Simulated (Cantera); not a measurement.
An isothermal, constant-pressure homogeneous reactor starts with 0.415 % CH₄, 0.810 % O₂, 98.8 % N₂, at 1323 K and 9.87 atm.

Computed with Cantera and GRI-Mech 3.0 (53 species, 325 reactions).

One state of this run: x CH₄ = <1e-12; x O₂ = 1.58e-7; x NO = 2.61e-7; x C₂H₆ = <1e-12; x H₂O = 0.00809. x: mole fraction; the columns are a selection and need not sum to one.

Problem. Which value of t (s) does it belong to?
(A) 0.000600
(B) 0.0144
(C) 0.346
(D) 200

Solution. C, 0.346
